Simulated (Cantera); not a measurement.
A Cantera script and what it prints.

```python
import numpy as np
import cantera as ct

gas_names = """
    H H2 Si SiH SiH2 SiH3 SiH4 Si2 Si3
""".split()
cond_names = """
    Si(cr) Si(L)
""".split()


# ... load() reads the species with a 1 bar reference pressure and builds the phases ...
atoms = {
    'Si2H6': {'Si': 2, 'H': 6},
    'H2': {'H': 2},
}
top_T = {}  # K; cautious upper limits of use, not melting points


# ... equilibrate(T, P, feed) seeds the gas with the atoms and calls Mixture.equilibrate('TP', solver="vcs", rtol=1e-11, max_steps=5000) ...
results = []
feed = {'Si2H6': 1, 'H2': 4.8}  # mol
T = 1600  # K
P = 10000  # Pa
mix = equilibrate(T, P, feed)
results.append((T, P, feed, dict(zip(mix.species_names, mix.species_moles))))
print(gas.report(threshold=1e-05))
for i in range(1, mix.n_phases):
    print(f"{mix.phase(i).name:16s} {mix.phase_moles(i):12.5e} mol")
```

Result:

```
       temperature   1600 K
          pressure   10000 Pa
           density   0.0015154 kg/m^3
  mean mol. weight   2.016 kg/kmol
   phase of matter   gas

                          1 kg             1 kmol
                     ---------------   ---------------
          enthalpy        1.9656e+07        3.9627e+07  J
   internal energy        1.3057e+07        2.6324e+07  J
           entropy             99280        2.0015e+05  J/K
    Gibbs function       -1.3919e+08       -2.8061e+08  J
 heat capacity c_p             16245             32751  J/K
 heat capacity c_v             12121             24436  J/K

                      mass frac. Y      mole frac. X     chem. pot. / RT
                     ---------------   ---------------   ---------------
                 H        8.5956e-05        0.00017191           -10.548
                H2           0.99981           0.99982           -21.096
     [   +7 minor]        0.00010011        6.7816e-06

Si(cr)            1.99995e+00 mol
```

These are equilibrium values from Cantera (NASA tables, ideal gas, pure condensed phases), not measurements of a reactor. The feed counts by its element totals alone.
